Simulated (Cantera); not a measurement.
Source: NASA polynomial tables (part measured, part estimated), evaluated in Cantera. Values are per mole of reaction as written; species without (g) are pure solids or liquids, kept so even where they would boil at 1 bar.

### Question
Between 1623 and 2073 K, where is each reaction favourable under standard conditions?
- 2 CS₂(g) + 4 Ca + 6 H(g) = 4 CaS + C₂H₆(g)

### Answer
- 2 CS₂(g) + 4 Ca + 6 H(g) = 4 CaS + C₂H₆(g): ΔG° is -1988 kJ at 1623 K and -1535 kJ at 2073 K; it stays negative (K > 1). ΔH° is -3625 kJ and ΔS° -1008 J/K at 2073 K.
